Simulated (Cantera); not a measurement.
Input: 1 mol Si3H8, 0.01 mol Cl2, 59 mol N2, at 1373.15 K and 10000 Pa.

Cantera equilibrium calculation (NASA polynomials, part measured and part estimated; ideal gas, pure solids and liquids). Candidate condensed phases: NH4Cl, Si, Si3N4; 28 gas species. The feed counts by its element totals alone. N2 is the only nitrogen source here; it is nearly inert below about 1500 K, so the nitride shown seldom forms there in practice. Kinetics and transport are ignored.

Base state: N2 0.934, H2 0.0654, HCl 0.000328 (mole fractions); condensed: Si3N4(s).

What changes in the equilibrium state with this change: Cl2 from 0.01 to 0.78 mol?


```tsv
species	before	after
N2	0.934	0.923
H2	0.0654	0.0522
HCl	0.000328	0.0251
SiCl2	4.86e-9	3.61e-5
Si3N4(s), mol	1.00	0.999
```
